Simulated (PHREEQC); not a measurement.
Model water analysis in mg/L, 25 °C, pH 6.83, pe -1.2:

| constituent | mg/L |
|---|---|
| Na | 1.39 |
| K | 0.415 |
| Ca | 0.88 |
| Mg | 0.214 |
| Cl | 0.951 |
| S(6) as SO4 | 0.0207 |
| Alkalinity as HCO3 | 6.45 |
| Fe(2) | 0.0143 |
| Si as SiO2 | 0.0241 |
| F | 0.000286 |
| Sr | 0.00705 |

Cl is adjusted to close the charge balance.
Valence states are taken as typed.

Equilibrium calculation in PHREEQC: ion-association model, wateq4f.dat.

- ionic strength: 0.000165 mol/kgw

| species | molality | activity | log γ |
|---|---|---|---|
| HCO3- | 0.000106 | 0.000104 | -0.006 |
| Na+ | 6.05e-5 | 5.96e-5 | -0.006 |
| CO2 | 3.46e-5 | 3.46e-5 | 0.000 |
| Cl- | 2.71e-5 | 2.67e-5 | -0.006 |
| Ca+2 | 2.19e-5 | 2.07e-5 | -0.026 |
| K+ | 1.06e-5 | 1.05e-5 | -0.006 |
| Mg+2 | 8.79e-6 | 8.29e-6 | -0.026 |
| H4SiO4 | 4.01e-7 | 4.01e-7 | 0.000 |
| Fe+2 | 2.53e-7 | 2.38e-7 | -0.026 |
| SO4-2 | 2.14e-7 | 2.02e-7 | -0.026 |
| H+ | 1.50e-7 | 1.48e-7 | -0.006 |
| Sr+2 | 8.03e-8 | 7.57e-8 | -0.026 |

This is a speciation only: nothing precipitates in the calculation. SiF6-2 is the database's only silicon fluoride. Fluoro complexes past AlF4- and FeF3 are missing from the database.
